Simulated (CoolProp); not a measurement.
The fluid at 615 K and 8.63 MPa is throttled through a valve to 0.623 MPa with no heat exchange. The same conditions are run with several fluids, on thermodynamics alone (safety and materials aside).

Model: reference Helmholtz-energy equation of state of each fluid (toluene: Lemmon 2006; hydrogen chloride: Thol 2018; ethanol: Schroeder 2014; dry air: Lemmon 2000; oxygen: Schmidt 1985), in CoolProp. Blends and air are pseudo-pure fits.

### Question
Rank toluene, hydrogen chloride, ethanol, dry air, oxygen by temperature change (K), highest first.

### Answer
dry air (+0.0), oxygen (-2.1), hydrogen chloride (-29.7), ethanol (-44.0), toluene (-101.5)

```
fluid              final density (kg/m³)
-----------------  ---------------------
toluene                             14.9
hydrogen chloride                   4.69
ethanol                             6.16
dry air                             3.52
oxygen                              3.91
```

Above 300 K oxygen's equation is extrapolated.
